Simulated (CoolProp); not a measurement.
The fluid at 603.97 K and 2.53 MPa flows at 22 m/s in a round tube of 4.6 mm bore and 15 µm roughness, fully developed (64/Re and Nu = 3.66 if laminar; Colebrook and Gnielinski if turbulent). The same conditions are run with several fluids, on thermodynamics alone (safety and materials aside).

Values from CoolProp's reference Helmholtz-energy equation of state of each fluid (ethylbenzene: Zhou 2012; propane: Lemmon 2009; methanol: de Reuck 1993; ethanol: Schroeder 2014; ammonia: Gao 2020).

```json
[
 {"fluid": "ethylbenzene", "Reynolds number": "…", "Darcy friction factor": "0.0270", "pressure drop (Pa/m)": "118000", "heat-transfer coefficient (W/(m² K))": "17800", "mass flow (kg/h)": "…"},
 {"fluid": "propane", "Reynolds number": "…", "Darcy friction factor": "0.0277", "pressure drop (Pa/m)": "33500", "heat-transfer coefficient (W/(m² K))": "6140", "mass flow (kg/h)": "30.2"},
 {"fluid": "methanol", "Reynolds number": "87300", "Darcy friction factor": "0.0282", "pressure drop (Pa/m)": "25400", "heat-transfer coefficient (W/(m² K))": "3440", "mass flow (kg/h)": "22.5"},
 {"fluid": "ethanol", "Reynolds number": "137000", "Darcy friction factor": "0.0277", "pressure drop (Pa/m)": "…", "heat-transfer coefficient (W/(m² K))": "…", "mass flow (kg/h)": "32.4"},
 {"fluid": "ammonia", "Reynolds number": "40300", "Darcy friction factor": "…", "pressure drop (Pa/m)": "13600", "heat-transfer coefficient (W/(m² K))": "…", "mass flow (kg/h)": "11.5"}
]
```

What belongs in the gaps?


- ethylbenzene, Reynolds number: 526000
- ethylbenzene, mass flow (kg/h): 110
- propane, Reynolds number: 143000
- ethanol, pressure drop (Pa/m): 35900
- ethanol, heat-transfer coefficient (W/(m² K)): 5240
- ammonia, Darcy friction factor: 0.0296
- ammonia, heat-transfer coefficient (W/(m² K)): 2060

Transport values come from each fluid's own correlations; those of ethylbenzene are estimates that may be off by 10 % or more.
